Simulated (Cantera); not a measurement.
Cantera run:

```python
import numpy as np
import cantera as ct

gas_names = """
    F FO FO2 F2 F2O H HF HOF HO2 H2 H2F2 H2O H2O2 H3F3 H4F4 H5F5 H6F6 H7F7 O OH O2 O3 Si SiF SiF2 SiF3
    SiF4 SiH SiHF3 SiH2 SiH2F2 SiH3 SiH3F SiH4 SiO SiO2 Si2 Si3
""".split()
cond_names = """
    H2O(s) H2O(L) Si(cr) Si(L) SiO2(Lqz) SiO2(hqz) SiO2(L)
""".split()


def load(file, names, dense=False):
    # The tables refer to 1 bar. Condensed volumes are neglected.
    table = {s.name: s for s in ct.Species.list_from_file(file)}
    out = []
    for n in names:
        d = dict(table[n].input_data)
        d["thermo"] = dict(d["thermo"], **{"reference-pressure": 1e5})
        if dense:
            d["equation-of-state"] = {"model": "constant-volume", "density": "1e6 g/cm^3"}
        out.append(ct.Species.from_dict(d))
    return out


gas = ct.Solution(thermo="ideal-gas", species=load("nasa_gas.yaml", gas_names))
cond = {s.name: ct.Solution(thermo="fixed-stoichiometry", species=[s], name=s.name)
        for s in load("nasa_condensed.yaml", cond_names, dense=True)}
atoms = {
    'SiO2': {'Si': 1, 'O': 2},
    'HF': {'H': 1, 'F': 1},
}
top_T = {}  # K; cautious upper limits of use, not melting points


def equilibrate(T, P, feed):
    n = {}
    for name, mol in feed.items():
        for a, k in atoms[name].items():
            n[a] = n.get(a, 0.0) + k * mol
    gas.TPX = T, P, n
    mass = sum(n.values()) * gas.mean_molecular_weight
    gas.equilibrate("TP")
    valid = [c for c in cond.values() if c.min_temp <= T <= top_T.get(c.name, c.max_temp)]
    mix = ct.Mixture([(gas, mass / gas.mean_molecular_weight)] + [(c, 0.0) for c in valid])
    mix.T, mix.P = T, P
    mix.equilibrate("TP", solver="vcs", rtol=1e-11, max_steps=5000)
    return mix


results = []
feed = {'SiO2': 1, 'HF': 3.6}  # mol
T = 1573  # K
P = 68  # Pa
mix = equilibrate(T, P, feed)
results.append((T, P, feed, dict(zip(mix.species_names, mix.species_moles))))
x = sorted(zip(gas.X, gas.species_names), reverse=True)
print(f"T = {T:g} K  P = {P:g} Pa  gas = {mix.phase_moles(0):.4g} mol")
print("   x: " + "  ".join(f"{s} {v:.3e}" for v, s in x if v > 1e-05))
print("   condensed (mol): " + ("  ".join(f"{mix.phase(i).name} {mix.phase_moles(i):.4g}"
      for i in range(1, mix.n_phases) if mix.phase_moles(i) > 1e-12) or "none"))
```

Output:

```
T = 1573 K  P = 68 Pa  gas = 3.539 mol
   x: HF 9.470e-01  H2O 3.467e-02  SiF4 1.758e-02  H2 4.441e-04  O2 2.066e-04  OH 9.261e-05  H 3.286e-05  SiF3 1.225e-05
   condensed (mol): SiO2(hqz) 0.9378
```

Method: chemical equilibrium by Gibbs-energy minimisation in Cantera with the NASA 1993 tables (ideal gas, pure condensed phases). The tables' values for SiF3 are old estimates; treat these amounts as uncertain. The tables hold silica as quartz up to 1696 K and as liquid above; real silica turns to tridymite and cristobalite and melts near 1996 K.
